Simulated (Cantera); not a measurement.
Input: 1 mol Si2H6, 3.5 mol NO, 3.3 mol H2, held at 1348.15 K and 40000 Pa.

These are equilibrium values from Cantera (NASA tables, ideal gas, pure condensed phases), not measurements of a reactor. Candidate condensed phases: H2O, Si, SiO2, Si2N2O, Si3N4; 35 gas species. The feed counts by its element totals alone. Mutual solubility and eutectic melting of coexisting phases are not modelled. The tables hold silica as quartz up to 1696 K and as liquid above; real silica turns to tridymite and cristobalite and melts near 1996 K. The numbers say what is thermodynamically allowed, not how fast it happens.

**Question.** What is the equilibrium state?

**Answer.** 
- x(H2) = 0.799
- x(N2) = 0.201
- x(H2O) = 0.000185
- x(NH3) = 1.32e-5
- x(H) = 3.28e-6
- n(SiO2(β-quartz)) = 1.67 mol
- n(Si2N2O(s)) = 0.167 mol
- gas amount = 7.883 mol
- log10 activity of Si(s) (absent) = -5.27
